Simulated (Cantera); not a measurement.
An adiabatic, constant-pressure homogeneous reactor starts with CO : H2 : CH4 : O2 : N2 = 1 : 0.35 : 1.1 : 1.69 : 6.36 (molar parts), equivalence ratio 1.7, at 1350 K and 140000 Pa. Integrator tolerance rtol = 1e-08.

Model: GRI-Mech 3.0 (53 species, 325 reactions), integrated in Cantera.

```csv
quantity,before,after
time of steepest temperature rise,1.28 ms,46.3 ms
temperature at 0.400 s,2640 K,2386 K
equilibrium temperature,2640 K,2386 K
x(CO) at 0.400 s,0.143 (gas-phase equilibrium 0.143),0.140 (gas-phase equilibrium 0.140)
x(H2) at 0.400 s,0.0707 (gas-phase equilibrium 0.0707),0.0738 (gas-phase equilibrium 0.0738)
x(CH4) at 0.400 s,1.19e-12 (gas-phase equilibrium 1.37e-12),3.72e-12 (gas-phase equilibrium 4.19e-12)
x(C2H6) at 0.400 s,<1e-12 (gas-phase equilibrium <1e-12),<1e-12 (gas-phase equilibrium <1e-12)
x(O) at 0.400 s,0.000488 (gas-phase equilibrium 0.000488),4.08e-5 (gas-phase equilibrium 4.08e-5)
```

### Question
What was changed between the two runs?
A) initial temperature 1350 to 973 K
B) N2 6.36 to 8 parts
C) N2 6.36 to 18 parts
D) CO 1 to 0.52 parts

### Answer
A, initial temperature 1350 to 973 K
